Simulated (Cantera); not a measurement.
An isothermal, constant-pressure homogeneous reactor starts with CO : O₂ : H₂O : N₂ = 0.027 : 0.02 : 0.00069 : 1 (molar parts), equivalence ratio 0.67, at 1375 K and 13300 Pa.

Computed with Cantera and GRI-Mech 3.0 (53 species, 325 reactions).

x: mole fraction; the columns are a selection and need not sum to one.

```csv
t (s),x CO,x O₂,x H₂O,x O,x CO₂
0.000300,0.0258,0.0191,0.000659,1.08e-8,1.10e-8
0.000850,0.0258,0.0191,0.000659,3.14e-8,3.26e-8
0.00241,0.0258,0.0191,0.000659,1.13e-7,1.25e-7
0.00682,0.0258,0.0191,0.000658,1.49e-6,1.75e-6
0.0193,0.0246,0.0180,(withheld),0.000938,0.00119
0.0548,0.0122,0.00958,(withheld),0.00604,0.0136
0.155,0.00587,0.00831,(withheld),0.00206,0.0201
0.440,0.00161,0.00689,(withheld),0.000401,0.0245
1.25,0.000323,0.00640,0.000644,7.12e-5,0.0258
3.53,5.31e-5,0.00629,0.000660,1.15e-5,0.0261
10.0,8.42e-6,0.00628,0.000665,1.84e-6,0.0261
```

**Question.** What belongs in the gaps?

**Answer.** 
- 0.0193, x H₂O: 0.000580
- 0.0548, x H₂O: 4.34e-5
- 0.155, x H₂O: 0.000251
- 0.440, x H₂O: 0.000566
